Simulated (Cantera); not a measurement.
Charge: 1 mol SiCl4, 1800 mol H2, held at 13.0 mbar.

Equilibrium computed with Cantera from the NASA thermochemical tables; the gas is ideal and each condensed phase is pure. Candidate condensed phases: Si; 19 gas species. Gases not in the tables: Si2H6 and higher silanes. Kinetics and transport are ignored.

Task: What share of the Si ends up in condensed phases as a function of T (K), at 1298, 1448, 1598, 1748, 1898, 2048, 2198, 2348, 2498?

Result: 
```
T (K)  Si condensed (%)     as
-----  ----------------  -----
1298               97.6  Si(s)
1448               97.1  Si(s)
1598               94.4  Si(s)
1748               69.3  Si(l)
1898                0.0      -
2048                0.0      -
2198                0.0      -
2348                0.0      -
2498                0.0      -
```
